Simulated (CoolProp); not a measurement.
Isohexane along the isotherm 107.15 °C: fugacity coefficient from the reference equation and from simpler models built on Tc = 224.6 °C, pc = 3.043 MPa, ω = 0.280; each cubic takes its own stable root.

The numbers come from the reference Helmholtz-energy equation of state, Lemmon 2006 in CoolProp. It is a short technical equation, of lower accuracy than the large ones.

```csv
p (MPa),phase,reference,van der Waals,Redlich-Kwong,Soave-Redlich-Kwong,Peng-Robinson
0.304,gas,0.9130,___,0.9281,0.9210,0.9166
0.609,liquid,0.5450,0.8882,___,0.5557,___
0.913,liquid,0.3689,0.8315,0.5228,0.3767,0.3698
1.22,liquid,0.2802,0.6511,0.3980,0.2866,0.2807
1.52,liquid,0.2281,___,0.3248,0.2337,0.2285
1.83,liquid,0.1923,0.4555,0.2745,0.1973,0.1925
2.13,liquid,0.1676,0.4007,0.2397,0.1722,0.1678
2.43,liquid,0.1491,0.3595,0.2136,0.1533,0.1491
2.74,liquid,0.1342,0.3266,0.1927,0.1382,0.1341
3.04,liquid,___,0.3013,___,0.1265,0.1226
3.35,liquid,0.1130,0.2800,0.1629,___,0.1128
3.65,liquid,0.1052,0.2629,0.1520,0.1088,0.1050
3.96,liquid,0.09838,0.2481,0.1425,0.1019,0.09818
4.26,liquid,0.09276,0.2359,0.1346,0.09622,0.09253
4.56,liquid,0.08790,0.2255,0.1278,0.09129,___
```

Problem. Some entries are withheld; supply them.

Solution. 
- 0.304, van der Waals: 0.9442
- 0.609, Redlich-Kwong: 0.7706
- 0.609, Peng-Robinson: 0.5465
- 1.52, van der Waals: 0.5352
- 3.04, reference: 0.1227
- 3.04, Redlich-Kwong: 0.1765
- 3.35, Soave-Redlich-Kwong: 0.1167
- 4.56, Peng-Robinson: 0.08764

At some of these states van der Waals gives the other phase, because its saturation line lies elsewhere.
